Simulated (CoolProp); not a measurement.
Vapour-liquid equilibrium of propane (1) + isohexane (2) at 0.563 bar; x and y are mole fractions of (1).

Computed with CoolProp (multi-fluid Helmholtz-energy mixture model, Lemmon 2009 and Lemmon 2006; pair parameters Bell 2016).

```json
[
 {"x": "0.05", "bubble temperature, mixture model (K)": "290.2", "bubble temperature, Raoult's law (K)": "289.4", "y, mixture model": "0.654", "y, Raoult's law": "0.672"},
 {"x": "0.15", "bubble temperature, mixture model (K)": "262.4", "bubble temperature, Raoult's law (K)": "263.2", "y, mixture model": "0.921", "y, Raoult's law": "0.920"},
 {"x": "0.25", "bubble temperature, mixture model (K)": "248.9", "bubble temperature, Raoult's law (K)": "250.0", "y, mixture model": "0.968", "y, Raoult's law": "0.968"},
 {"x": "0.35", "bubble temperature, mixture model (K)": "240.6", "bubble temperature, Raoult's law (K)": "241.7", "y, mixture model": "0.984", "y, Raoult's law": "0.984"},
 {"x": "0.45", "bubble temperature, mixture model (K)": "234.8", "bubble temperature, Raoult's law (K)": "235.7", "y, mixture model": "0.991", "y, Raoult's law": "0.991"},
 {"x": "0.55", "bubble temperature, mixture model (K)": "230.5", "bubble temperature, Raoult's law (K)": "231.1", "y, mixture model": "0.994", "y, Raoult's law": "0.995"},
 {"x": "0.65", "bubble temperature, mixture model (K)": "227.1", "bubble temperature, Raoult's law (K)": "227.5", "y, mixture model": "0.997", "y, Raoult's law": "0.997"},
 {"x": "0.75", "bubble temperature, mixture model (K)": "224.2", "bubble temperature, Raoult's law (K)": "224.4", "y, mixture model": "0.998", "y, Raoult's law": "0.998"},
 {"x": "0.85", "bubble temperature, mixture model (K)": "221.8", "bubble temperature, Raoult's law (K)": "221.8", "y, mixture model": "0.999", "y, Raoult's law": "0.999"},
 {"x": "0.95", "bubble temperature, mixture model (K)": "219.6", "bubble temperature, Raoult's law (K)": "219.6", "y, mixture model": "1.000", "y, Raoult's law": "1.000"}
]
```

The largest gap from Raoult's law is -1.1 K in bubble temperature, at x = 0.25. No azeotrope shows between x = 0.05 and 0.95.

Pair parameters are fitted to limited data, so mixtures are less certain than the pure fluids. The gap from Raoult's law changes sign with composition, which may be real or a fault of the pair parameters; it wasn't checked against measurements.
